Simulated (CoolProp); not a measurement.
Propylene glycol at several states: density (kg/m³) from the reference equation and from simpler models built on Tc = 674.0 K, pc = 72.92 bar, ω = 0.327; each cubic takes its own stable root.

Computed with CoolProp (reference Helmholtz-energy equation of state, Eisenbach 2021).

```
T (K)  p (bar)   phase  reference  van der Waals  Soave-Redlich-Kwong
-----  -------  ------  ---------  -------------  -------------------
219.9    0.328  liquid       1091          706.2                 1065
266.6     1.64  liquid       1056          684.8                 1039
452.2     19.5  liquid      903.3          581.5                888.7
548       1.79     gas      3.045          3.026                3.040
475.6    0.214     gas     0.4133         0.4126               0.4130
```
